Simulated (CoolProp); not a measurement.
Values from CoolProp's reference Helmholtz-energy equation of state, Lemmon 2004. It is a short technical equation, of lower accuracy than the large ones.

**Question.** For n-dodecane, give the phase and the viscosity (µPa s), Prandtl number at 519.3 K and 0.101 MPa.

**Answer.** 
- 519.3 K and 0.101 MPa: gas; viscosity 7.92, Prandtl number 0.751

Viscosity comes from a separate model (Huber 2004). Thermal conductivity comes from a separate model (Huber 2004).
